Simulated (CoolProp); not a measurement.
Computed with CoolProp (reference Helmholtz-energy equation of state, de Reuck 1990).

Give the vapour pressure (MPa), vapour density (kg/m³), surface tension (mN/m) of saturated fluorine at 126.2 K.


```
T (K)  p (MPa)  vapour density (kg/m³)  surface tension (mN/m)
-----  -------  ----------------------  ----------------------
126.2     2.27                     115                    3.19
```

Surface tension comes from a separate correlation (Mulero 2012).
